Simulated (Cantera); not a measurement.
Input (Python, Cantera) and output of one run.

```python
import numpy as np
import cantera as ct

gas_names = [...]  # 95 gases of nasa_gas.yaml made of C, F, H
cond_names = """
    C(gr) C6H6(L) C7H8(L) C8H18(L),n-octa
""".split()


# ... load() reads the species with a 1 bar reference pressure and builds the phases ...
atoms = {
    'CH2F2': {'C': 1, 'H': 2, 'F': 2},
    'H2': {'H': 2},
}
top_T = {'C(gr)': 4500}  # K; cautious upper limits of use, not melting points


# ... equilibrate(T, P, feed) seeds the gas with the atoms and calls Mixture.equilibrate('TP', solver="vcs", rtol=1e-11, max_steps=5000) ...
results = []
feed = {'CH2F2': 1, 'H2': 0.29}  # mol
P = 1000  # Pa
for T in [1425, 1575, 1725, 1875, 2025, 2175, 2325, 2475, 2625, 2775, 2925, 3075]:
    mix = equilibrate(T, P, feed)
    results.append((T, P, feed, dict(zip(mix.species_names, mix.species_moles))))
    x = sorted(zip(gas.X, gas.species_names), reverse=True)
    print(f"T = {T:g} K  P = {P:g} Pa  gas = {mix.phase_moles(0):.4g} mol")
    print("   x: " + "  ".join(f"{s} {v:.3e}" for v, s in x if v > 0.0001))
    print("   condensed (mol): " + ("  ".join(f"{mix.phase(i).name} {mix.phase_moles(i):.4g}"
          for i in range(1, mix.n_phases) if mix.phase_moles(i) > 1e-12) or "none"))
```

Output:

```
T = 1425 K  P = 1000 Pa  gas = 2.29 mol
   x: HF 8.734e-01  H2 1.266e-01
   condensed (mol): C(gr) 1
T = 1575 K  P = 1000 Pa  gas = 2.29 mol
   x: HF 8.733e-01  H2 1.266e-01  H 1.478e-04
   condensed (mol): C(gr) 1
T = 1725 K  P = 1000 Pa  gas = 2.291 mol
   x: HF 8.731e-01  H2 1.263e-01  H 6.599e-04
   condensed (mol): C(gr) 0.9999
T = 1875 K  P = 1000 Pa  gas = 2.293 mol
   x: HF 8.723e-01  H2 1.253e-01  H 2.320e-03
   condensed (mol): C(gr) 0.9998
T = 2025 K  P = 1000 Pa  gas = 2.298 mol
   x: HF 8.704e-01  H2 1.227e-01  H 6.743e-03  C2H2,acetylene 1.111e-04
   condensed (mol): C(gr) 0.9995
T = 2175 K  P = 1000 Pa  gas = 2.309 mol
   x: HF 8.659e-01  H2 1.170e-01  H 1.670e-02  C2H2,acetylene 2.611e-04
   condensed (mol): C(gr) 0.9988
T = 2325 K  P = 1000 Pa  gas = 2.332 mol
   x: HF 8.572e-01  H2 1.061e-01  H 3.583e-02  C2H2,acetylene 5.187e-04  F 3.707e-04
   condensed (mol): C(gr) 0.9975
T = 2475 K  P = 1000 Pa  gas = 2.371 mol
   x: HF 8.422e-01  H2 8.858e-02  H 6.696e-02  F 1.246e-03  C2H2,acetylene 8.615e-04
   condensed (mol): C(gr) 0.9953
T = 2625 K  P = 1000 Pa  gas = 2.428 mol
   x: HF 8.195e-01  H 1.089e-01  H2 6.575e-02  F 3.866e-03  C2H2,acetylene 1.174e-03  C3 3.159e-04  CF 1.819e-04  C2H 1.796e-04
   condensed (mol): C(gr) 0.9902
T = 2775 K  P = 1000 Pa  gas = 2.508 mol
   x: HF 7.854e-01  H 1.548e-01  H2 4.273e-02  F 1.133e-02  C3 2.315e-03  C2H2,acetylene 1.310e-03  CF 7.887e-04  C2H 5.743e-04  C 5.000e-04  C2 2.249e-04
   condensed (mol): C(gr) 0.9682
T = 2925 K  P = 1000 Pa  gas = 2.646 mol
   x: HF 7.223e-01  H 1.982e-01  F 3.050e-02  H2 2.528e-02  C3 1.373e-02  CF 3.007e-03  C 2.438e-03  C2H 1.518e-03  C2 1.374e-03  C2H2,acetylene 1.258e-03  C5 1.990e-04
   condensed (mol): C(gr) 0.851
T = 3075 K  P = 1000 Pa  gas = 3.033 mol
   x: HF 5.814e-01  H 2.351e-01  F 6.832e-02  C3 6.800e-02  H2 1.414e-02  C 1.017e-02  CF 9.197e-03  C2 7.011e-03  C2H 3.450e-03  C5 1.553e-03  C2H2,acetylene 1.087e-03  C4 2.833e-04  CF2 1.968e-04
   condensed (mol): C(gr) 0.2239
```

These are equilibrium values from Cantera (NASA tables, ideal gas, pure condensed phases), not measurements of a reactor.
